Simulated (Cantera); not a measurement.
A closed system holds: 1 mol Ta, 0.07 mol O2, 35 mol H2, at 9.50 Pa.

Cantera equilibrium calculation (NASA polynomials, part measured and part estimated; ideal gas, pure solids and liquids). Candidate condensed phases: H2O, Ta, Ta2O5; 12 gas species. Mutual solubility and eutectic melting of coexisting phases are not modelled. Condensed phases not in the tables: N, O or C dissolved in the metal. Equilibrium is a limit: real reactors are often held back by kinetics, nucleation or transport.

Over these rows the condensed part is Ta(s) + Ta2O5(s). Partial pressures as log10 of bar:

```
T (K)  1000/T (1/K)  log p H2O  log p H2
-----  ------------  ---------  --------
800          1.2500     -12.81     -4.02
1000         1.0000     -10.73     -4.02
1200         0.8333          ?     -4.02
1400         0.7143      -8.43     -4.02
1600         0.6250      -7.73     -4.02
1800         0.5556      -7.20     -4.04
```

Question: Fit log p(H2O) = a + b·(1000/T) to the five rows, give the apparent enthalpy, and predict the row at 1200 K.

Answer: Means: 1000/T = 0.8290, log p = -9.380. Sxy = -2.716457, Sxx = 0.3360016, so b = -8.08 and a = -9.380 − (-8.08)×0.8290 = -2.68.
Apparent enthalpy: −19.145 × (-8.08) = 155 kJ/mol. With the condensed phases at unit activity, 1/5 Ta2O5(s) + H2(g) = H2O(g) + 2/5 Ta(s) links this pressure to the main gases: over the six rows their terms move log p by -0.02 in all, so the slope is close to that reaction's ΔH°. The five rows lie within 0.03 of the line.
Prediction at 1200 K: -2.68 + (-8.08)×0.8333 = -9.41. The computed value is -9.38, 0.03 from the line.
